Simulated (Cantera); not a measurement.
A perfectly stirred reactor is fed with 15.3 % H₂, 17.8 % O₂, 66.9 % N₂, equivalence ratio 0.43, at 10.0 bar; it is adiabatic with a 350 K inlet, and is followed from long to short residence time, starting on the burning branch (τ in s: 0.2, 0.074, 0.028, 0.011, 0.004, 0.0015, 0.00057, 0.00022, 8.2e-05, 3.1e-05).

Model: the H2/O2 subset of GRI-Mech 3.0, which has no nitrogen chemistry, integrated in Cantera. The hydrogen kinetics of GRI-Mech 3.0 are dated; newer H2 mechanisms differ, most at raised pressure.

x: mole fraction; the columns are a selection and need not sum to one.

```
τ (s)    T (K)      x H₂   x O₂   x H₂O     x HO₂       x O      x OH     x H
-------  -----  --------  -----  ------  --------  --------  --------  ------
0.20      1539   2.59e-5  0.109   0.166   1.61e-6   2.12e-6  0.000109       ?
0.074     1539   5.57e-5  0.109   0.166   3.20e-6   3.53e-6  0.000134       ?
0.028     1538  0.000118  0.109   0.166   6.51e-6   6.11e-6  0.000166       ?
0.011     1537  0.000243  0.109   0.165   1.31e-5   1.08e-5  0.000201       ?
0.0040    1535  0.000540  0.110   0.165   2.80e-5   2.08e-5  0.000245       ?
0.0015    1530   0.00118  0.110   0.164   5.73e-5   4.04e-5  0.000291       ?
0.00057   1519   0.00259  0.110   0.163  0.000111   7.70e-5  0.000336       ?
0.00022   1496   0.00593  0.112   0.159  0.000207  0.000132  0.000362       ?
8.2e-5     350     0.153  0.178  <1e-12    <1e-12    <1e-12    <1e-12  <1e-12
3.1e-5     350     0.153  0.178  <1e-12    <1e-12    <1e-12    <1e-12  <1e-12
```

Q: Complete the blanks.

A: 
- 0.20, x H: 9.50e-8
- 0.074, x H: 2.37e-7
- 0.028, x H: 5.91e-7
- 0.011, x H: 1.44e-6
- 0.0040, x H: 3.81e-6
- 0.0015, x H: 9.71e-6
- 0.00057, x H: 2.41e-5
- 0.00022, x H: 5.68e-5
